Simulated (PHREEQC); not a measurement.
1 kg of water holding 0.39 mol NaBr, 0.0081 mol CaSO4 and 0.0047 mol MgBr2 is evaporated at 25 °C; the solids stay in contact with the brine. No CO2 enters from the air. Solids allowed: Bloedite, Brucite, Epsomite, Glauberite, Gypsum, Anhydrite, Hexahydrite, Kieserite, Mirabilite, Portlandite, Thenardite. Others were left out.

The series has 12 steps of water left (kg), from 1 to 0.1155.

Equilibrium calculation in PHREEQC: Pitzer model, pitzer.dat.

### Question
Which solids form, in which order, and at which step of the series does each first stand?

### Answer
Gypsum from water left = 0.1406 kg.
